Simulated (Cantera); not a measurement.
An isothermal, constant-pressure homogeneous reactor starts with CO : O2 : H2O : N2 = 0.0098 : 0.0096 : 0.072 : 1 (molar parts), equivalence ratio 0.51, at 1050 K and 20000 Pa. Integrator tolerance rtol = 1e-08.

Detailed kinetics in Cantera: GRI-Mech 3.0 (53 species, 325 reactions).

Task: What does this change do: 0.051 parts H2 added?

Result: 
```tsv
quantity	before	after
x(CO) at 40.0 s	5.78e-10 (gas-phase equilibrium 9.48e-11)	0.00292 (gas-phase equilibrium 0.00244)
x(O2) at 40.0 s	0.00433 (gas-phase equilibrium 0.00432)	<1e-12 (gas-phase equilibrium <1e-12)
x(H2O) at 40.0 s	0.0663 (gas-phase equilibrium 0.0663)	0.0748 (gas-phase equilibrium 0.0743)
x(O) at 40.0 s	6.07e-10 (gas-phase equilibrium 9.89e-11)	<1e-12 (gas-phase equilibrium <1e-12)
x(HO2) at 40.0 s	1.02e-10 (gas-phase equilibrium 5.90e-11)	<1e-12 (gas-phase equilibrium <1e-12)
x(NO) at 40.0 s	5.45e-8 (gas-phase equilibrium 8.23e-6)	3.26e-8 (gas-phase equilibrium <1e-12)
x(CO2) at 40.0 s	0.00902 (gas-phase equilibrium 0.00902)	0.00573 (gas-phase equilibrium 0.00622)
```
